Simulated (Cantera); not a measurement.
An isothermal, constant-pressure homogeneous reactor starts with NH3 : N2 = 1 : 29 (molar parts), at 1975 K and 750 Torr.

Model: the gas-phase N/H chemistry of the illustrative SiF4/NH3 mechanism in the Surface Chemkin manual (1991), integrated in Cantera. Walls and surfaces, which speed up NH3 decomposition in real reactors, are not modelled.

One state of this run: x NH3 = 0.00817; x N2 = 0.955; x N = 6.52e-7; x N2H4 = 1.32e-9; x H = 7.50e-5; x NH = 3.10e-6; x NH2 = 4.82e-5. x: mole fraction; the columns are a selection and need not sum to one.

Task: Which value of t (s) does it belong to?
(A) 0.000100
(B) 0.00143
(C) 0.0775
(D) 60.0

Result: C, 0.0775
